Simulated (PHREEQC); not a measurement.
Solution (15 °C): 27 mmol/kgw NH4HF2. Closed to the air; pH follows from the charge balance.

Equilibrium calculation in PHREEQC: ion-association model, wateq4f.dat.

```tsv
quantity	before	after
pH	3.12	1.36
ionic strength (mol/kgw)	0.0279	0.0784
```

Task: What was changed between the two runs?
A) NH4HF2 replaced by H2SiF6 at the same molality
B) diluted 5-fold with water
C) NH4HF2 from 0.027 to 0.0405 mol/kgw
D) NH4HF2 replaced by NH4Br at the same molality
E) temperature from 15 to 75 °C

Result: A, NH4HF2 replaced by H2SiF6 at the same molality

This is a speciation only: nothing precipitates in the calculation. Some of these states are supersaturated (in Quartz (slow to form), Chalcedony (slow to form), for instance). wateq4f.dat counts part of the HF as a dimer, H2F2, which phreeqc.dat doesn't know; its constant is uncertain.
